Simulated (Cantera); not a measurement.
Cantera run, input and output.

```python
import numpy as np
import cantera as ct

gas = ct.Solution("gri30.yaml")
gas.TPX = 650, 180000, {'CH4': 1, 'O2': 1.18, 'N2': 4.42, 'H2O': 0.24}
inlet = ct.Reservoir(gas, clone=True)
gas.equilibrate("HP")  # start burning
reactor = ct.IdealGasConstPressureReactor(gas, energy="on", clone=False)
exhaust = ct.Reservoir(gas, clone=True)
tau = [0.44, 0.16, 0.058, 0.021, 0.0077, 0.0028, 0.001, 0.00037, 0.00013, 4.9e-05, 1.8e-05][0]
for a, b in ((inlet, reactor), (reactor, exhaust)):
    ct.MassFlowController(a, b, mdot=lambda t: reactor.mass / tau)
net = ct.ReactorNet([reactor])
show = ['CH4', 'O2', 'CH2O', 'HO2', 'HCO']

rows = []
print(f"{'tau/s':>10s}{'T/K':>9s}" + "".join(f"{s:>11s}" for s in show))
for tau in [0.44, 0.16, 0.058, 0.021, 0.0077, 0.0028, 0.001, 0.00037, 0.00013, 4.9e-05, 1.8e-05]:
    net.initial_time = 0.0
    net.advance(30 * tau)
    before = gas.X
    net.advance(40 * tau)
    drift = np.max(np.abs(gas.X - before) / (gas.X + 1e-9))
    rows.append([gas.T, *gas[show].X, drift])
    print(f"{tau:10.3e}{gas.T:9.1f}" + "".join(f"{x:11.3e}" for x in gas[show].X))
```

It prints:

```
     tau/s      T/K        CH4         O2       CH2O        HO2        HCO
 4.400e-01   1979.9  7.524e-04  3.588e-05  9.901e-07  7.838e-09  3.310e-08
 1.600e-01   1983.7  1.487e-03  9.221e-05  2.231e-06  2.035e-08  4.421e-08
 5.800e-02   1988.8  2.541e-03  2.297e-04  4.751e-06  5.198e-08  6.898e-08
 2.100e-02   1993.1  3.832e-03  5.519e-04  9.752e-06  1.314e-07  1.257e-07
 7.700e-03   1993.2  5.274e-03  1.268e-03  1.944e-05  3.315e-07  2.572e-07
 2.800e-03   1983.2  7.005e-03  2.879e-03  3.885e-05  8.842e-07  5.759e-07
 1.000e-03   1948.2  9.842e-03  6.957e-03  8.281e-05  2.769e-06  1.375e-06
 3.700e-04    650.0  1.462e-01  1.725e-01  1.390e-17  2.711e-15  5.032e-30
 1.300e-04    650.0  1.462e-01  1.725e-01  2.429e-19  9.525e-16  8.750e-32
 4.900e-05    650.0  1.462e-01  1.725e-01  3.493e-20  3.594e-16  1.258e-32
 1.800e-05    650.0  1.462e-01  1.725e-01  4.766e-21  1.323e-16  1.709e-33
```

Cantera simulation using GRI-Mech 3.0 (53 species, 325 reactions); the numbers are that mechanism's predictions, not measurements.
